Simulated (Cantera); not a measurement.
Charge: 1 mol Pb, 1.2 mol O2, 0.16 mol N2, 1 mol H2, held at 4200 Pa.

Method: chemical equilibrium by Gibbs-energy minimisation in Cantera with the NASA 1993 tables (ideal gas, pure condensed phases). Candidate condensed phases: H2O, Pb, PbO, PbO2, Pb3O4; 27 gas species. Gases not in the tables: (PbO)n polymers. The numbers say what is thermodynamically allowed, not how fast it happens.

### Question
At 1225 K, list the 6 most abundant gas species with their mole fractions, and the condensed phases.

### Answer
H2O 0.733, O2 0.147, N2 0.117, PbO 0.00269, NO 7.60e-5, OH 2.28e-5. Condensed: PbO(l).
